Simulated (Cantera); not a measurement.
An isothermal, constant-pressure homogeneous reactor starts with C2H6 : N2 = 1 : 170 (molar parts), at 1475 K and 1.00 bar. Integrator tolerance rtol = 1e-08.

Model: GRI-Mech 3.0 (53 species, 325 reactions), integrated in Cantera. GRI-Mech 3.0 stops at C3 and has no aromatics, soot or wall deposition, so with more carbon than oxygen in the feed, carbon stays in small species such as C2H2 where larger ones or solid carbon would form.

Task: What does this change do: temperature 1475 to 2000 K?

Result: 
```json
[
 {"quantity": "x(C2H6) at 1.00 s", "before": "2.61e-7 (gas-phase equilibrium 2.46e-10)", "after": "<1e-12 (gas-phase equilibrium <1e-12)"},
 {"quantity": "x(CH2) at 1.00 s", "before": "2.61e-10 (gas-phase equilibrium 7.28e-12)", "after": "2.32e-9 (gas-phase equilibrium 1.81e-9)"},
 {"quantity": "x(H) at 1.00 s", "before": "1.21e-6 (gas-phase equilibrium 1.40e-6)", "after": "0.000175 (gas-phase equilibrium 0.000175)"},
 {"quantity": "x(H2) at 1.00 s", "before": "0.00991 (gas-phase equilibrium 0.0115)", "after": "0.0115 (gas-phase equilibrium 0.0115)"},
 {"quantity": "x(C2H2) at 1.00 s", "before": "0.00522 (gas-phase equilibrium 0.000487)", "after": "0.00567 (gas-phase equilibrium 0.000264)"},
 {"quantity": "x(CH4) at 1.00 s", "before": "0.00109 (gas-phase equilibrium 3.04e-5)", "after": "3.89e-7 (gas-phase equilibrium 3.04e-7)"}
]
```

Task: What does this change do: N2 170 to 120 parts?

Result: 
```json
[
 {"quantity": "x(C2H6) at 1.00 s", "before": "2.61e-7 (gas-phase equilibrium 2.46e-10)", "after": "3.65e-7 (gas-phase equilibrium 9.04e-10)"},
 {"quantity": "x(CH2) at 1.00 s", "before": "2.61e-10 (gas-phase equilibrium 7.28e-12)", "after": "2.62e-10 (gas-phase equilibrium 1.18e-11)"},
 {"quantity": "x(H) at 1.00 s", "before": "1.21e-6 (gas-phase equilibrium 1.40e-6)", "after": "1.42e-6 (gas-phase equilibrium 1.66e-6)"},
 {"quantity": "x(H2) at 1.00 s", "before": "0.00991 (gas-phase equilibrium 0.0115)", "after": "0.0139 (gas-phase equilibrium 0.0162)"},
 {"quantity": "x(C2H2) at 1.00 s", "before": "0.00522 (gas-phase equilibrium 0.000487)", "after": "0.00732 (gas-phase equilibrium 0.000910)"},
 {"quantity": "x(CH4) at 1.00 s", "before": "0.00109 (gas-phase equilibrium 3.04e-5)", "after": "0.00157 (gas-phase equilibrium 6.90e-5)"}
]
```
